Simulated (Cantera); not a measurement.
A freely propagating, adiabatic, planar premixed flame of H₂ : O₂ : N₂ = 1 : 0.617 : 2.32 (molar parts), unburnt at 675 K and 2.00 bar; mixture-averaged transport, grid criteria slope 0.08 and curve 0.16, no radiation.

Model: the H2/O2 subset of GRI-Mech 3.0, which has no nitrogen chemistry, integrated in Cantera. Burning velocities carry a grid error of a few per cent, more on coarse grids.

How do the results move with these cheaper or finer settings: unity-Lewis-number transport; multicomponent transport; multicomponent+Soret transport; grid criteria slope 0.5, curve 1; grid criteria slope 0.25, curve 0.5; grid criteria slope 0.03, curve 0.06?


```csv
setting,laminar burning velocity,thermal thickness,peak x(OH),peak x(H₂O₂),grid points
as above,796 cm/s,0.196 mm,0.0187,2.21e-5,127
unity-Lewis-number transport,577 cm/s,0.147 mm,0.0191,1.28e-5,127
multicomponent transport,784 cm/s,0.195 mm,0.0187,2.23e-5,127
multicomponent+Soret transport,740 cm/s,0.193 mm,0.0186,2.32e-5,127
"grid criteria slope 0.5, curve 1",990 cm/s,0.256 mm,0.0186,1.81e-5,40
"grid criteria slope 0.25, curve 0.5",876 cm/s,0.223 mm,0.0185,1.99e-5,58
"grid criteria slope 0.03, curve 0.06",777 cm/s,0.191 mm,0.0187,2.28e-5,275
```
Unity Lewis numbers drop preferential diffusion, which matters most where H2 and H carry the flame; Soret adds thermal diffusion.
